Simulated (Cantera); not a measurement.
Input: 1 mol CaO, 2.2 mol HCl, 1 mol O2, at 12.0 mbar.

Cantera equilibrium calculation (NASA polynomials, part measured and part estimated; ideal gas, pure solids and liquids). Candidate condensed phases: Ca, CaCl2, CaO, Ca(OH)2, H2O; 21 gas species. Mutual solubility and eutectic melting of coexisting phases are not modelled. Condensed phases not in the tables: oxide chlorides. Rates play no part.

x: gas mole fraction; n: condensed amount in mol.

| T (K) | x H2O | x O2 | x HCl | x CaCl2 | x Cl | x OH | x Cl2 | n CaCl2(s) | n CaCl2(l) | n CaO(s) |
|---|---|---|---|---|---|---|---|---|---|---|
| 748 | 0.460 | 0.453 | 0.0830 | 5.28e-12 | 1.50e-6 | 1.26e-9 | 0.00405 | 1.00 | 0 | 0 |
| 848 | 0.456 | 0.454 | 0.0880 | 2.12e-9 | 9.50e-6 | 2.72e-8 | 0.00151 | 1.00 | 0 | 0 |
| 948 | 0.455 | 0.454 | 0.0896 | 2.33e-7 | 3.98e-5 | 3.08e-7 | 0.000650 | 1.000 | 0 | 0 |
| 1048 | 0.455 | 0.454 | 0.0901 | 1.01e-5 | 0.000126 | 2.20e-6 | 0.000322 | 0 | 1.000 | 0 |
| 1148 | 0.455 | 0.454 | 0.0902 | 0.000166 | 0.000327 | 1.12e-5 | 0.000179 | 0 | 1.000 | 0 |
| 1248 | 0.428 | 0.445 | 0.124 | 0.00168 | 0.00102 | 4.23e-5 | 0.000215 | 0 | 0.956 | [?] |
| 1348 | 0.354 | 0.417 | 0.213 | 0.0118 | 0.00377 | 0.000121 | 0.000485 | 0 | 0.812 | [?] |
| 1448 | 0.252 | 0.366 | 0.308 | 0.0613 | 0.0113 | 0.000270 | 0.000926 | 0 | 0.499 | [?] |
| 1548 | 0.176 | 0.304 | 0.331 | 0.164 | 0.0231 | 0.000516 | 0.00101 | 0 | 0 | [?] |
| 1648 | 0.194 | 0.302 | 0.293 | 0.179 | 0.0307 | 0.00116 | 0.000539 | 0 | 0 | [?] |
| 1748 | 0.209 | 0.298 | 0.261 | 0.190 | 0.0393 | 0.00238 | 0.000307 | 0 | 0 | 0.386 |
| 1848 | 0.220 | 0.294 | 0.233 | 0.198 | 0.0488 | 0.00446 | 0.000184 | 0 | 0 | 0.357 |
| 1948 | 0.228 | 0.289 | 0.209 | 0.204 | 0.0590 | 0.00780 | 0.000115 | 0 | 0 | 0.336 |

Fill in the missing entries.


- 1248, n CaO(s): 0.0406
- 1348, n CaO(s): 0.160
- 1448, n CaO(s): 0.335
- 1548, n CaO(s): 0.472
- 1648, n CaO(s): 0.424
